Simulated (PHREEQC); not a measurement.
Consider water at 72 °C with 11 mmol/kgw FeSO4, 110 mmol/kgw CuCl2 and 3 mmol/kgw H2SO4. Closed to the air; pH follows from the charge balance.

Computed with PHREEQC (ion-association model, phreeqc.dat).

Each row changes one thing in this solution. This is a speciation only: nothing precipitates in the calculation.

| case | pH | ionic strength (mol/kgw) | Cl- (mol/kgw) | Cu+2 (mol/kgw) | CuCl+ (mol/kgw) | SO4-2 (mol/kgw) |
|---|---|---|---|---|---|---|
| as made | 2.50 | 0.247 | 0.165 | 0.0537 | 0.0482 | 0.00564 |
| CuCl2 from 0.11 to 0.55 mol/kgw | 2.47 | 0.815 | 0.643 | 0.143 | 0.347 | 0.00639 |
| FeSO4 from 0.011 to 0.0022 mol/kgw | 2.40 | 0.228 | 0.164 | 0.0548 | 0.0500 | 0.00209 |
| CuCl2 from 0.11 to 0.099 mol/kgw | 2.51 | 0.229 | 0.151 | 0.0498 | 0.0418 | 0.00562 |
| diluted 2-fold with water | 2.74 | 0.137 | 0.0893 | 0.0326 | 0.0191 | 0.00306 |
| FeSO4 left out | 2.37 | 0.223 | 0.163 | 0.0551 | 0.0505 | 0.00120 |
| H2SO4 left out | … | 0.244 | 0.165 | 0.0537 | … | 0.00507 |

Some entries are withheld; supply them.


- H2SO4 left out, pH: 3.88
- H2SO4 left out, CuCl+ (mol/kgw): 0.0484

The ionic strength passes 0.7 mol/kgw, the rough limit of the ion-association models, in CuCl2 from 0.11 to 0.55 mol/kgw. Species that the database lacks are ignored. At this temperature some constants are extrapolated from 25 °C, and those without enthalpy data are left unchanged.
